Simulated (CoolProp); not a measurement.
Vapour-liquid equilibrium of R22 (1) + methanol (2) at 0.0824 MPa; x and y are mole fractions of (1).

The numbers come from the multi-fluid Helmholtz-energy mixture model, Kamei 1995 and de Reuck 1993; pair parameters Bell 2016 in CoolProp.

```
x      bubble temperature, mixture model (K)  bubble temperature, Raoult's law (K)  y, mixture model  y, Raoult's law
-----  -------------------------------------  ------------------------------------  ----------------  ---------------
0.05                                   291.0                                 303.9             0.863            0.738
0.125                                  265.9                                 279.9             0.972            0.935
0.2                                    254.9                                 266.7             0.988            0.974
0.275                                  248.3                                 258.1             0.993            0.987
0.35                                   244.0                                 251.9             0.995            0.993
0.425                                  240.8                                 247.1             0.997            0.995
0.5                                    238.3                                 243.2             0.997            0.997
0.575                                  236.4                                 240.0             0.998            0.998
0.65                                   234.7                                 237.2             0.998            0.999
0.725                                  233.2                                 234.8             0.999            0.999
0.8                                    231.8                                 232.7             0.999            1.000
0.875                                  230.5                                 230.8             0.999            1.000
0.95                                   229.0                                 229.1             1.000            1.000
```

The largest gap from Raoult's law is -14.0 K in bubble temperature, at x = 0.125. No azeotrope shows between x = 0.05 and 0.95.

The pair parameters rest on a limited set of measurements; away from them the model extrapolates. With so large a gap from Raoult's law the liquid may split in two, which this calculation doesn't test in full.
